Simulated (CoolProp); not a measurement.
R113 along the isotherm 226.85 °C: density (kg/m³) from the reference equation and from simpler models built on Tc = 214.1 °C, pc = 3.392 MPa, ω = 0.253; each cubic takes its own stable root.

Values from CoolProp's reference Helmholtz-energy equation of state, Marx 1992.

```csv
p (MPa),phase,reference,ideal gas,van der Waals,Redlich-Kwong,Soave-Redlich-Kwong,Peng-Robinson
0.113,gas,5.146,5.093,5.141,5.148,5.147,5.154
0.226,gas,10.40,10.19,10.38,10.41,10.41,10.43
0.339,gas,15.78,15.28,15.73,15.79,15.78,15.84
0.452,gas,21.27,20.37,21.18,21.29,21.28,21.39
0.565,gas,26.90,25.47,26.76,26.93,26.91,27.09
0.678,gas,32.66,30.56,32.46,32.71,32.68,32.94
0.792,gas,38.62,35.70,38.34,38.69,38.65,39.01
0.905,gas,44.69,40.79,44.31,44.78,44.72,45.20
1.02,gas,51.04,45.97,50.55,51.16,51.08,51.70
1.13,gas,57.28,50.93,56.66,57.43,57.32,58.10
1.24,gas,63.71,55.89,62.95,63.88,63.75,64.71
1.36,gas,70.94,61.30,70.00,71.15,70.99,72.17
1.47,gas,77.79,66.26,76.67,78.04,77.83,79.25
1.58,gas,84.88,71.21,83.54,85.16,84.91,86.59
1.7,gas,92.89,76.62,91.30,93.22,92.90,94.90
```
